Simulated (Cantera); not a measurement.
An isothermal, constant-pressure homogeneous reactor starts with NH3 : H2 = 1 : 0.81 (molar parts), at 1950 K and 0.180 bar.

Cantera simulation using the gas-phase N/H chemistry of the illustrative SiF4/NH3 mechanism in the Surface Chemkin manual (1991); the numbers are that mechanism's predictions, not measurements. Walls and surfaces, which speed up NH3 decomposition in real reactors, are not modelled.

One state of this run: x NH3 = 1.19e-5; x H2 = 0.820; x N2H2 = <1e-12; x H = 0.00246; x NH2 = 1.02e-7. x: mole fraction; the columns are a selection and need not sum to one.

Problem. Which value of t (s) does it belong to?
(A) 0.000300
(B) 0.0393
(C) 0.00344
(D) 59.1

Solution. D, 59.1
